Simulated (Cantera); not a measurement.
What does this Cantera script print?

```python
import numpy as np
import cantera as ct

gas_names = """
    AL ALCL ALCL2 ALCL3 ALH AL2 AL2CL6 CL CL2 H HCL H2
""".split()
cond_names = """
    AL(cr) AL(L) ALCL3(s) ALCL3(L)
""".split()


# ... load() reads the species with a 1 bar reference pressure and builds the phases ...
atoms = {
    'AlCl3': {'AL': 1, 'CL': 3},
    'HCl': {'H': 1, 'CL': 1},
    'H2': {'H': 2},
}
top_T = {}  # K; cautious upper limits of use, not melting points


# ... equilibrate(T, P, feed) seeds the gas with the atoms and calls Mixture.equilibrate('TP', solver="vcs", rtol=1e-11, max_steps=5000) ...
results = []
feed = {'AlCl3': 1, 'HCl': 2, 'H2': 48}  # mol
T = 775  # K
P = 2100  # Pa
mix = equilibrate(T, P, feed)
results.append((T, P, feed, dict(zip(mix.species_names, mix.species_moles))))
print(gas.report(threshold=1e-05))
for i in range(1, mix.n_phases):
    print(f"{mix.phase(i).name:16s} {mix.phase_moles(i):12.5e} mol")
```

Output:

```
       temperature   775 K
          pressure   2100 Pa
           density   0.0019364 kg/m^3
  mean mol. weight   5.9418 kg/kmol
   phase of matter   gas

                          1 kg             1 kmol
                     ---------------   ---------------
          enthalpy       -1.1256e+05       -6.6879e+05  J
   internal energy        -1.197e+06       -7.1125e+06  J
           entropy             33598        1.9963e+05  J/K
    Gibbs function       -2.6151e+07       -1.5538e+08  J
 heat capacity c_p              5146             30576  J/K
 heat capacity c_v            3746.7             22262  J/K

                      mass frac. Y      mole frac. X     chem. pot. / RT
                     ---------------   ---------------   ---------------
             ALCL3           0.43788          0.019514           -139.46
            AL2CL6         0.0021306        4.7475e-05           -278.93
               HCL           0.24063          0.039218           -45.103
                H2           0.31935           0.94122           -20.835
     [   +8 minor]        2.3133e-08        1.4111e-09

AL(cr)            0.00000e+00 mol
ALCL3(L)          0.00000e+00 mol
```

These are equilibrium values from Cantera (NASA tables, ideal gas, pure condensed phases), not measurements of a reactor.
